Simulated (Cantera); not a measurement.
A closed system holds: 1 mol TiO₂, 0.28 mol Cl₂, 0.048 mol O₂, equilibrated at 1250 K and 0.100 bar.

Equilibrium computed with Cantera from the NASA thermochemical tables; the gas is ideal and each condensed phase is pure. Candidate condensed phases: Ti, TiCl₂, TiCl₃, TiCl₄, TiO, TiO₂, Ti₂O₃, Ti₃O₅, Ti₄O₇; 15 gas species. Kinetics and transport are ignored.

Base state: Cl₂ 0.832, O₂ 0.145, Cl 0.0225, TiCl₄ 0.000183, ClO 9.72e-5 (mole fractions); condensed: TiO₂(rutile).

### Question
What changes in the equilibrium state with this change: temperature from 1250 K to 1575 K?

### Answer
| species | before | after |
|---|---|---|
| Cl₂ | 0.832 | 0.627 |
| Cl | 0.0225 | 0.237 |
| O₂ | 0.145 | 0.132 |
| TiCl₄ | 0.000183 | 0.00360 |
| O | 8.33e-8 | 1.23e-5 |
| ClO | 9.72e-5 | 0.000611 |
| TiO₂(rutile), mol | 1.000 | 0.999 |
